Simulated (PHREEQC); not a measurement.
Make-up at 90 °C: 0.086 mol/kgw NH4HS and 3.1e-05 mol/kgw FeCl2. Closed to the air; pH follows from the charge balance.

Computed with PHREEQC (ion-association model, phreeqc.dat).

Each row changes one thing in this solution. Precipitation was switched off in this run.

```csv
case,pH,ionic strength (mol/kgw),NH4+ (mol/kgw),HS- (mol/kgw),H2S (mol/kgw),NH3 (mol/kgw)
as made,7.08,0.0711,0.0711,0.0710,0.0149,0.0149
temperature from 90 to 70 °C,___,0.0757,0.0757,0.0756,0.0103,0.0103
FeCl2 left out,7.08,0.0711,0.0711,0.0711,0.0149,0.0149
diluted 100-fold with water,___,0.000678,0.000678,0.000673,0.000187,0.000182
FeCl2 from 3.1e-05 to 1.55e-05 mol/kgw,7.08,0.0711,0.0711,0.0710,0.0149,0.0149
temperature from 90 to 30 °C,___,0.0812,0.0812,0.0811,0.00479,0.00478
FeCl2 from 3.1e-05 to 6.2e-05 mol/kgw,7.08,0.0711,0.0711,0.0709,0.0149,0.0149
```

What belongs in the gaps?


- temperature from 90 to 70 °C, pH: 7.32
- diluted 100-fold with water, pH: 7.07
- temperature from 90 to 30 °C, pH: 7.99

At this temperature some constants are extrapolated from 25 °C, and those without enthalpy data are left unchanged.
